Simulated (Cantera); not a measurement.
A closed system holds: 1 mol MgF₂, 0.67 mol O₂, 320 mol N₂, equilibrated at 210 Torr.

Equilibrium computed with Cantera from the NASA thermochemical tables; the gas is ideal and each condensed phase is pure. Candidate condensed phases: Mg, MgF₂, MgO; 24 gas species. Equilibrium is a limit: real reactors are often held back by kinetics, nucleation or transport.

x: gas mole fraction; n: condensed amount in mol.

```json
[
 {"T (K)": "1223", "x N₂": "0.998", "x MgF₂": "2.20e-7", "x O₂": "0.00208", "x NO": "2.60e-5", "x O": "3.48e-9", "x F": "1.08e-10", "n MgF₂(s)": "1.000", "n MgF₂(l)": "0", "n MgO(s)": "0"},
 {"T (K)": "1323", "x N₂": "0.998", "x MgF₂": "3.61e-6", "x O₂": "0.00206", "x NO": "5.12e-5", "x O": "2.28e-8", "x F": "1.36e-9", "n MgF₂(s)": "0.999", "n MgF₂(l)": "0", "n MgO(s)": "0"},
 {"T (K)": "1423", "x N₂": "0.998", "x MgF₂": "___", "x O₂": "0.00204", "x NO": "___", "x O": "___", "x F": "___", "n MgF₂(s)": "0.987", "n MgF₂(l)": "0", "n MgO(s)": "0"},
 {"T (K)": "1523", "x N₂": "0.998", "x MgF₂": "0.000309", "x O₂": "0.00201", "x NO": "0.000151", "x O": "4.68e-7", "x F": "7.79e-8", "n MgF₂(s)": "0.901", "n MgF₂(l)": "0", "n MgO(s)": "0"},
 {"T (K)": "1623", "x N₂": "0.996", "x MgF₂": "___", "x O₂": "0.00197", "x NO": "___", "x O": "___", "x F": "___", "n MgF₂(s)": "0", "n MgF₂(l)": "___", "n MgO(s)": "0"},
 {"T (K)": "1723", "x N₂": "0.995", "x MgF₂": "0.00311", "x O₂": "0.00191", "x NO": "0.000339", "x O": "4.70e-6", "x F": "1.01e-6", "n MgF₂(s)": "0", "n MgF₂(l)": "0", "n MgO(s)": "0.000122"},
 {"T (K)": "1823", "x N₂": "0.995", "x MgF₂": "0.00311", "x O₂": "0.00184", "x NO": "0.000472", "x O": "1.22e-5", "x F": "1.83e-6", "n MgF₂(s)": "0", "n MgF₂(l)": "0", "n MgO(s)": "0"},
 {"T (K)": "1923", "x N₂": "0.994", "x MgF₂": "0.00310", "x O₂": "0.00175", "x NO": "0.000631", "x O": "2.86e-5", "x F": "4.13e-6", "n MgF₂(s)": "0", "n MgF₂(l)": "0", "n MgO(s)": "0"},
 {"T (K)": "2023", "x N₂": "0.994", "x MgF₂": "0.00310", "x O₂": "0.00165", "x NO": "0.000811", "x O": "6.11e-5", "x F": "1.01e-5", "n MgF₂(s)": "0", "n MgF₂(l)": "0", "n MgO(s)": "0"}
]
```

Q: Fill in the missing entries.

A: 
- 1423, x MgF₂: 3.93e-5
- 1423, x NO: 9.13e-5
- 1423, x O: 1.15e-7
- 1423, x F: 1.19e-8
- 1623, x MgF₂: 0.00145
- 1623, x NO: 0.000232
- 1623, x O: 1.60e-6
- 1623, x F: 3.56e-7
- 1623, n MgF₂(l): 0.534
